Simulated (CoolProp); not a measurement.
Vapour-liquid equilibrium of dimethyl ether (1) + methanol (2) at 275.7 K; x and y are mole fractions of (1).

The numbers come from the multi-fluid Helmholtz-energy mixture model, Wu 2011 and de Reuck 1993; pair parameters Bell 2016 in CoolProp.

```json
[
 {"x": "0.05", "bubble pressure, mixture model (MPa)": "0.03753", "bubble pressure, Raoult's law (MPa)": "0.01908", "y, mixture model": "0.877", "y, Raoult's law": "0.763"},
 {"x": "0.15", "bubble pressure, mixture model (MPa)": "0.09196", "bubble pressure, Raoult's law (MPa)": "0.04774", "y, mixture model": "0.953", "y, Raoult's law": "0.915"},
 {"x": "0.25", "bubble pressure, mixture model (MPa)": "0.1330", "bubble pressure, Raoult's law (MPa)": "0.07640", "y, mixture model": "0.969", "y, Raoult's law": "0.953"},
 {"x": "0.35", "bubble pressure, mixture model (MPa)": "0.1632", "bubble pressure, Raoult's law (MPa)": "0.1051", "y, mixture model": "0.976", "y, Raoult's law": "0.971"},
 {"x": "0.45", "bubble pressure, mixture model (MPa)": "0.1858", "bubble pressure, Raoult's law (MPa)": "0.1337", "y, mixture model": "0.980", "y, Raoult's law": "0.980"},
 {"x": "0.55", "bubble pressure, mixture model (MPa)": "0.2037", "bubble pressure, Raoult's law (MPa)": "0.1624", "y, mixture model": "0.983", "y, Raoult's law": "0.987"},
 {"x": "0.65", "bubble pressure, mixture model (MPa)": "0.2196", "bubble pressure, Raoult's law (MPa)": "0.1910", "y, mixture model": "0.985", "y, Raoult's law": "0.991"},
 {"x": "0.75", "bubble pressure, mixture model (MPa)": "0.2358", "bubble pressure, Raoult's law (MPa)": "0.2197", "y, mixture model": "0.988", "y, Raoult's law": "0.995"},
 {"x": "0.85", "bubble pressure, mixture model (MPa)": "0.2545", "bubble pressure, Raoult's law (MPa)": "0.2483", "y, mixture model": "0.991", "y, Raoult's law": "0.997"},
 {"x": "0.95", "bubble pressure, mixture model (MPa)": "0.2775", "bubble pressure, Raoult's law (MPa)": "0.2770", "y, mixture model": "0.997", "y, Raoult's law": "0.999"}
]
```

The largest gap from Raoult's law is +96.7 % in bubble pressure, at x = 0.05. No azeotrope shows between x = 0.05 and 0.95.

Pair parameters are fitted to limited data, so mixtures are less certain than the pure fluids. With so large a gap from Raoult's law the liquid may split in two, which this calculation doesn't test in full.
